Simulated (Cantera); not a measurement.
Input: 1 mol Si, 0.013 mol O2, 22 mol H2, equilibrated at 1850 K and 6.50 bar.

Method: chemical equilibrium by Gibbs-energy minimisation in Cantera with the NASA 1993 tables (ideal gas, pure condensed phases). Candidate condensed phases: H2O, Si, SiO2; 18 gas species. Gases not in the tables: Si2H6 and higher silanes. Kinetics and transport are ignored.

Base state: H2 0.999, SiO 0.00117, H 0.000211, SiH2 4.21e-5 (mole fractions); condensed: Si(l).

Q: What changes in the equilibrium state with this change: pressure from 6.50 bar to 0.100 bar?

A: 
```json
[
 {"species": "H2", "before": "0.999", "after": "0.997"},
 {"species": "H", "before": "0.000211", "after": "0.00170"},
 {"species": "SiO", "before": "0.00117", "after": "0.00118"},
 {"species": "Si", "before": "9.92e-7", "after": "6.45e-5"},
 {"species": "SiH", "before": "2.51e-6", "after": "2.02e-5"},
 {"species": "SiH2", "before": "4.21e-5", "after": "4.20e-5"},
 {"species": "Si(l), mol", "before": "0.973", "after": "0.971"}
]
```

Q: What changes in the equilibrium state with this change: temperature from 1850 K to 1425 K?

A: 
```csv
species,before,after
H2,0.999,1.000
SiO,0.00117,1.89e-5
H,0.000211,2.68e-6
SiH2,4.21e-5,5.42e-7
"Si(l), mol",0.973,0
"Si(s), mol",0,0.987
"SiO2(β-quartz), mol",0,0.0128
```
Mutual solubility and eutectic melting of coexisting phases are not modelled. The tables hold silica as quartz up to 1696 K and as liquid above; real silica turns to tridymite and cristobalite and melts near 1996 K.

Q: What changes in the equilibrium state with this change: 1.9 mol H2O added?

A: 
| species | before | after |
|---|---|---|
| H2 | 0.999 | 0.996 |
| SiO | 0.00117 | 0.00334 |
| H2O | 8.03e-6 | 0.000260 |
| SiH2 | 4.21e-5 | 3.68e-6 |
| H | 0.000211 | 0.000211 |
| Si(l), mol | 0.973 | 0 |
| SiO2(condensed), mol | 0 | 0.920 |
The tables hold silica as quartz up to 1696 K and as liquid above; real silica turns to tridymite and cristobalite and melts near 1996 K.
